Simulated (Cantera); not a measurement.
**Thermodynamics of thermal oxidation and active oxidation of silicon, feed Si + H2O + N2**

Charge: 1 mol Si, 0.018 mol H2O, 5.4 mol N2, held at 0.00230 bar.

Method: chemical equilibrium by Gibbs-energy minimisation in Cantera with the NASA 1993 tables (ideal gas, pure condensed phases). Candidate condensed phases: H2O, Si, SiO2, Si2N2O, Si3N4; 35 gas species. The tables' values for SiN are old estimates; treat these amounts as uncertain. The numbers say what is thermodynamically allowed, not how fast it happens.

From 1450 °C to 1725 °C the condensed part is Si(l). The main Si-bearing gas is SiO at 1450 °C and Si at 1725 °C. The share of Si in condensed phases is highest at 1450 °C (97.9 %) and lowest at 1725 °C (87.2 %).

```json
[
 {"T (°C)": "1450", "log p N2": "-2.64", "log p Si": "-6.01", "log p SiO": "-5.12", "log p H2": "-5.13", "log p H": "-6.31", "log p Si2N": "-7.33", "log p SiN": "-7.58", "log p Si2": "-8.33", "n Si(l)": "0.979"},
 {"T (°C)": "1475", "log p N2": "-2.64", "log p Si": "-5.84", "log p SiO": "-5.12", "log p H2": "-5.14", "log p H": "-6.21", "log p Si2N": "-7.21", "log p SiN": "-7.44", "log p Si2": "-8.13", "n Si(l)": "0.978"},
 {"T (°C)": "1500", "log p N2": "-2.64", "log p Si": "-5.67", "log p SiO": "-5.12", "log p H2": "-5.14", "log p H": "-6.12", "log p Si2N": "-7.09", "log p SiN": "-7.31", "log p Si2": "-7.93", "n Si(l)": "0.976"},
 {"T (°C)": "1525", "log p N2": "-2.64", "log p Si": "-5.51", "log p SiO": "-5.12", "log p H2": "-5.15", "log p H": "-6.03", "log p Si2N": "-6.98", "log p SiN": "-7.18", "log p Si2": "-7.73", "n Si(l)": "0.974"},
 {"T (°C)": "1550", "log p N2": "-2.64", "log p Si": "-5.35", "log p SiO": "-5.12", "log p H2": "-5.15", "log p H": "-5.94", "log p Si2N": "-6.86", "log p SiN": "-7.06", "log p Si2": "-7.54", "n Si(l)": "0.970"},
 {"T (°C)": "1575", "log p N2": "-2.64", "log p Si": "-5.20", "log p SiO": "-5.12", "log p H2": "-5.16", "log p H": "-5.86", "log p Si2N": "-6.75", "log p SiN": "-6.94", "log p Si2": "-7.36", "n Si(l)": "0.966"},
 {"T (°C)": "1600", "log p N2": "-2.64", "log p Si": "-5.05", "log p SiO": "-5.12", "log p H2": "-5.17", "log p H": "-5.78", "log p Si2N": "-6.65", "log p SiN": "-6.82", "log p Si2": "-7.18", "n Si(l)": "0.959"},
 {"T (°C)": "1625", "log p N2": "-2.64", "log p Si": "-4.91", "log p SiO": "-5.12", "log p H2": "-5.18", "log p H": "-5.70", "log p Si2N": "-6.54", "log p SiN": "-6.71", "log p Si2": "-7.01", "n Si(l)": "0.950"},
 {"T (°C)": "1650", "log p N2": "-2.64", "log p Si": "-4.77", "log p SiO": "-5.12", "log p H2": "-5.20", "log p H": "-5.62", "log p Si2N": "-6.44", "log p SiN": "-6.59", "log p Si2": "-6.84", "n Si(l)": "0.938"},
 {"T (°C)": "1675", "log p N2": "-2.65", "log p Si": "-4.63", "log p SiO": "-5.12", "log p H2": "-5.21", "log p H": "-5.55", "log p Si2N": "-6.35", "log p SiN": "-6.49", "log p Si2": "-6.67", "n Si(l)": "0.922"},
 {"T (°C)": "1700", "log p N2": "-2.65", "log p Si": "-4.50", "log p SiO": "-5.12", "log p H2": "-5.23", "log p H": "-5.49", "log p Si2N": "-6.25", "log p SiN": "-6.38", "log p Si2": "-6.51", "n Si(l)": "0.901"},
 {"T (°C)": "1725", "log p N2": "-2.65", "log p Si": "-4.37", "log p SiO": "-5.13", "log p H2": "-5.26", "log p H": "-5.42", "log p Si2N": "-6.16", "log p SiN": "-6.28", "log p Si2": "-6.36", "n Si(l)": "0.872"}
]
```
log p: log10 of the partial pressure in bar; n: condensed amount in mol.
